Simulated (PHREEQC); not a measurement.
Synthetic water in mg/L, 4.6 °C, pH 6.76, pe 0.7:

```csv
constituent,mg/L
Na,3190
K,47.3
Ca,303
Mg,348
Cl,5580
S(6) as SO4,1380
Alkalinity as HCO3,0.0868
Li,1.76
```

Cl is adjusted to close the charge balance.
Valence states are taken as typed.

Equilibrium calculation in PHREEQC: ion-association model, phreeqc.dat.

No solid was allowed to form.

**Question.** Estimate the ionic strength, activity of water.

**Answer.** ionic strength 0.208 mol/kgw; activity of water 0.994.

**Question.** In which forms is Na present?

**Answer.** Na+ 99 %, NaSO4- 1.3 % of the Na.

Away from 25 °C the constants follow the database's enthalpies or fits; those with neither stay at their 25 °C values.
